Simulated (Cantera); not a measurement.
Feed: 1 mol acetone, 0.046 mol NH3, equilibrated at 1727 °C and 1.33 mbar.

These are equilibrium values from Cantera (NASA tables, ideal gas, pure condensed phases), not measurements of a reactor. Candidate condensed phases: C, C6H6, C7H8, C8H18, H2O; 136 gas species. The feed counts by its element totals alone. The numbers say what is thermodynamically allowed, not how fast it happens.

What is the equilibrium state?


* **x(H2)**: 0.716
* **x(CO)**: 0.240
* **x(H)**: 0.0377
* **x(N2)**: 0.00505
* **x(HCN)**: 0.000886
* **x(C2H2 (acetylene))**: 0.000550
* **x(HNC)**: 5.04e-5
* **x(CN)**: 1.10e-6
* **n(C(graphite))**: 1.99 mol
* **gas amount**: 4.171 mol
